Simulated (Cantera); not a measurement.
Input: 1 mol Al₂O₃, 12 mol Cl₂, 0.39 mol H₂, at 1575 °C and 10.0 mbar.

These are equilibrium values from Cantera (NASA tables, ideal gas, pure condensed phases), not measurements of a reactor. Candidate condensed phases: Al, AlCl₃, Al₂O₃, H₂O; 29 gas species. The tables' values for AlCl₂ are old estimates; treat these amounts as uncertain. The numbers say what is thermodynamically allowed, not how fast it happens.

Base state: Cl 0.887, Cl₂ 0.0507, HCl 0.0348, AlCl₃ 0.0158, O₂ 0.0117, O 0.000205, ClO 0.000163, AlOCl 4.33e-5 (mole fractions); condensed: Al₂O₃(s).

Task: What changes in the equilibrium state with this change: temperature from 1575 °C to 652 °C?

Result: 
| species | before | after |
|---|---|---|
| Cl₂ | 0.0507 | 0.936 |
| HCl | 0.0348 | 0.0629 |
| Cl | 0.887 | 0.00112 |
| O₂ | 0.0117 | 1.57e-5 |
| AlCl₃ | 0.0158 | 2.16e-5 |
| O | 0.000205 | <1e-9 |
| AlOCl | 4.33e-5 | <1e-9 |
| AlCl₂ | 3.24e-5 | <1e-9 |
| ClO | 0.000163 | 3.43e-8 |
| Al₂O₃(s), mol | 0.823 | 1.000 |
Condensed phases not in the tables: AlOCl.
